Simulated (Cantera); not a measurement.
A Cantera script and its output.

```python
import numpy as np
import cantera as ct

gas = ct.Solution("h2o2.yaml")
gas.TPX = 1300, 240, {'H2': 0.21, 'O2': 1, 'N2': 0.25}
reactor = ct.IdealGasConstPressureReactor(gas, energy="off", clone=False)
net = ct.ReactorNet([reactor])
net.rtol, net.atol = 1e-08, 1e-18
show = ['H2', 'O2', 'H2O', 'H2O2', 'H']
times = np.geomspace(0.0004, 10, 12)

steps = ct.SolutionArray(gas, extra=["t"])
rows = []
print(f"{'t/s':>10s}{'T/K':>9s}{'P/Pa':>11s}" + "".join(f"{s:>11s}" for s in show))
for t in times:
    while net.time < t:
        t_next = net.step()
        steps.append(gas.state, t=t_next)
    rows.append([np.interp(t, steps.t, y) for y in (steps.T, steps.P, *steps(*show).X.T)])
    print(f"{t:10.3e}{rows[-1][0]:9.1f}{rows[-1][1]:11.4g}" + "".join(f"{x:11.3e}" for x in rows[-1][2:]))
rate = np.gradient(steps.T, steps.t)
print("integrator steps:", len(steps.t))
if steps.T.max() > steps.T[0] + 200:
    print(f"time of steepest temperature rise: {steps.t[rate.argmax()]:.4e} s")
gas.TPX = 1300, 240, {'H2': 0.21, 'O2': 1, 'N2': 0.25}
gas.equilibrate("TP")
print(f"equilibrium (TP): T = {gas.T:.1f} K  " + "  ".join(f"{s} {gas[s].X[0]:.3e}" for s in show))
```

Result:

```
       t/s      T/K       P/Pa         H2         O2        H2O       H2O2          H
 4.000e-04   1300.0        240  1.438e-01  6.849e-01  2.243e-08  3.494e-11  3.775e-08
 1.004e-03   1300.0        240  1.438e-01  6.849e-01  3.666e-07  2.175e-10  2.614e-07
 2.522e-03   1300.0        240  1.438e-01  6.849e-01  3.685e-05  1.332e-09  2.067e-05
 6.331e-03   1300.0        240  2.271e-02  6.089e-01  9.175e-02  5.586e-08  4.491e-02
 1.590e-02   1300.0        240  6.186e-03  5.917e-01  1.115e-01  3.155e-08  4.255e-02
 3.991e-02   1300.0        240  6.055e-03  5.938e-01  1.130e-01  3.201e-08  4.074e-02
 1.002e-01   1300.0        240  5.725e-03  5.989e-01  1.164e-01  3.307e-08  3.651e-02
 2.516e-01   1300.0        240  4.922e-03  6.100e-01  1.240e-01  3.522e-08  2.758e-02
 6.318e-01   1300.0        240  3.250e-03  6.294e-01  1.367e-01  3.747e-08  1.363e-02
 1.586e+00   1300.0        240  1.207e-03  6.492e-01  1.486e-01  3.260e-08  2.882e-03
 3.983e+00   1300.0        240  2.398e-04  6.579e-01  1.533e-01  1.813e-08  2.491e-04
 1.000e+01   1300.0        240  4.090e-05  6.599e-01  1.544e-01  7.454e-09  1.746e-05
integrator steps: 1182
equilibrium (TP): T = 1300.0 K  H2 3.400e-07  O2 6.605e-01  H2O 1.549e-01  H2O2 3.383e-10  H 1.326e-08
```

Computed with Cantera and the H2/O2 subset of GRI-Mech 3.0, which has no nitrogen chemistry. Radical loss at walls, strong at low pressure, is not modelled. The temperature is held fixed by assumption; the heat of reaction is taken as removed at once.
